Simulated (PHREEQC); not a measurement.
1 kg of water holding 0.004 mol/kgw Na2SO4 and 0.0065 mol/kgw KCl is evaporated at 25 °C; the solids stay in contact with the brine. The system is closed to CO2. The run lets Arcanite, Glaserite, Halite, Mirabilite, Misenite, Sylvite, Thenardite precipitate or redissolve, and no other solid.

All values are PHREEQC results (Pitzer model, pitzer.dat), not measurements.

| water left (kg) | ionic strength | water activity | Na in solution (mol/kgw) | Cl in solution (mol/kgw) | K in solution (mol/kgw) |
|---|---|---|---|---|---|
| 1 | 0.0185 | 1.000 | 0.00800 | 0.00650 | 0.00650 |
| 0.8219 | 0.0225 | 0.999 | 0.00973 | 0.00791 | 0.00791 |
| 0.6755 | 0.0274 | 0.999 | 0.0118 | 0.00962 | 0.00962 |
| 0.4563 | 0.0405 | 0.999 | 0.0175 | 0.0142 | 0.0142 |
| 0.375 | 0.0493 | 0.999 | 0.0213 | 0.0173 | 0.0173 |
| 0.3082 | 0.0600 | 0.999 | 0.0260 | 0.0211 | 0.0211 |
| 0.2533 | 0.0730 | 0.998 | 0.0316 | 0.0257 | 0.0257 |
| 0.2082 | 0.0889 | 0.998 | 0.0384 | 0.0312 | 0.0312 |
| 0.1711 | 0.108 | 0.998 | 0.0467 | 0.0380 | 0.0380 |
| 0.1156 | 0.160 | 0.997 | 0.0692 | 0.0562 | 0.0562 |
| 0.09502 | 0.195 | 0.996 | 0.0842 | 0.0684 | 0.0684 |
| 0.07809 | 0.237 | 0.995 | 0.102 | 0.0832 | 0.0832 |
| 0.06418 | 0.288 | 0.994 | 0.125 | 0.101 | 0.101 |
| 0.05275 | 0.351 | [?] | 0.152 | 0.123 | 0.123 |
| 0.04335 | 0.427 | 0.991 | 0.185 | 0.150 | 0.150 |
| 0.0293 | 0.631 | [?] | 0.273 | 0.222 | 0.222 |
| 0.02407 | 0.768 | 0.985 | 0.332 | 0.270 | 0.270 |
| 0.01979 | 0.935 | [?] | 0.404 | 0.329 | 0.329 |
| 0.01627 | 1.14 | 0.978 | 0.492 | 0.399 | 0.399 |
| 0.01337 | 1.38 | 0.974 | 0.598 | 0.486 | 0.486 |
| 0.01099 | 1.68 | 0.968 | 0.728 | 0.591 | 0.591 |
| 0.007426 | 2.49 | [?] | 1.08 | 0.875 | 0.875 |
| 0.006093 | 3.04 | 0.943 | 1.31 | 1.07 | 1.07 |
| 0.005012 | 3.69 | 0.931 | 1.60 | 1.30 | 1.30 |

Some entries are withheld; supply them.


- 0.05275, water activity: 0.993
- 0.0293, water activity: 0.987
- 0.01979, water activity: 0.982
- 0.007426, water activity: 0.953
